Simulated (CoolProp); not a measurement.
Properties of R404A along the isobar 4.77 MPa.

Values from CoolProp's reference Helmholtz-energy equation of state, Lemmon 2003. It is a pseudo-pure fit of the blend.

```
T (°C)          phase  density (kg/m³)  cp (kJ/(kg K))
------  -------------  ---------------  --------------
-13.75         liquid             1220           1.307
12.95          liquid             1127      (withheld)
39.75          liquid             1012           1.545
66.45          liquid            839.4      (withheld)
93.15   supercritical       (withheld)           2.725
119.95  supercritical            215.0      (withheld)
146.65  supercritical            176.4           1.346
173.35  supercritical       (withheld)      (withheld)
200.15  supercritical       (withheld)           1.280
226.85  supercritical            125.6           1.283
```

### Question
What belongs in the gaps?

### Answer

- 12.95, cp (kJ/(kg K)): 1.393
- 66.45, cp (kJ/(kg K)): 2.002
- 93.15, density (kg/m³): 324.4
- 119.95, cp (kJ/(kg K)): 1.517
- 173.35, density (kg/m³): 153.5
- 173.35, cp (kJ/(kg K)): 1.294
- 200.15, density (kg/m³): 137.6

The peak of cp marks the crossing from liquid-like to gas-like fluid above the critical point.
